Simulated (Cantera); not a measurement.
A Cantera script and its output.

```python
import numpy as np
import cantera as ct

surf = ct.Interface("diamond.yaml", "diamond_100")
gas, bulk = surf.adjacent["gas"], surf.adjacent["diamond"]
k = surf.kinetics_species_index(bulk.species_names[0])
cover = ["c6HH", "c6H*", "c6*H", "c6**", "c6HM", "c6B"]

rows, drift = [], 0.0
print(f"{'T':>10s}{'um/h':>11s}" + "".join(f"{s:>11s}" for s in cover))
for v in [900, 950, 1000, 1050, 1100, 1150, 1200, 1250, 1300, 1350, 1400]:
    T, P, xH, xCH3 = v, 1500, 0.00092, 0.00013
    gas.TPX = T, P, {"H": xH, "CH3": xCH3, "CH4": 0.01, "H2": 1 - xH - xCH3 - 0.01}
    surf.TP = bulk.TP = T, P
    surf.coverages = "c6H*:0.1, c6HH:0.9"
    surf.advance_coverages(100.0)
    before = surf.coverages
    surf.advance_coverages(100.0)
    drift = max(drift, np.max(np.abs(surf.coverages - before) / (surf.coverages + 1e-9)))
    rate = surf.net_production_rates[k] * bulk.mean_molecular_weight / bulk.density * 3.6e9
    rows.append([rate, *surf[cover].coverages])
    print(f"{v:10.4g}{rate:11.4e}" + "".join(f"{x:11.3e}" for x in rows[-1][1:]))
```

Output:

```
         T       um/h       c6HH       c6H*       c6*H       c6**       c6HM        c6B
       900 5.0362e-01  6.089e-01  9.148e-03  2.561e-01  3.608e-03  9.826e-02  1.367e-09
       950 6.0188e-01  5.866e-01  1.275e-02  3.027e-01  5.584e-03  7.075e-02  1.633e-09
      1000 5.6119e-01  5.673e-01  1.712e-02  3.505e-01  8.211e-03  4.132e-02  1.523e-09
      1050 3.8365e-01  5.457e-01  2.205e-02  3.947e-01  1.140e-02  1.779e-02  1.041e-09
      1100 2.2741e-01  5.185e-01  2.710e-02  4.294e-01  1.486e-02  6.140e-03  6.171e-10
      1150 1.5490e-01  4.903e-01  3.210e-02  4.551e-01  1.835e-02  1.973e-03  4.203e-10
      1200 1.3632e-01  4.653e-01  3.701e-02  4.738e-01  2.171e-02  6.386e-04  3.699e-10
      1250 1.3470e-01  4.450e-01  4.178e-02  4.869e-01  2.478e-02  2.114e-04  3.655e-10
      1300 1.1841e-01  4.297e-01  4.636e-02  4.954e-01  2.747e-02  7.075e-05  3.213e-10
      1350 7.8461e-02  4.193e-01  5.068e-02  4.998e-01  2.965e-02  2.432e-05  2.129e-10
      1400 4.0111e-02  4.128e-01  5.473e-02  5.009e-01  3.123e-02  9.056e-06  1.088e-10
```

Model: the Harris–Goodwin 1993 mechanism for the reconstructed diamond (100) surface, integrated in Cantera.
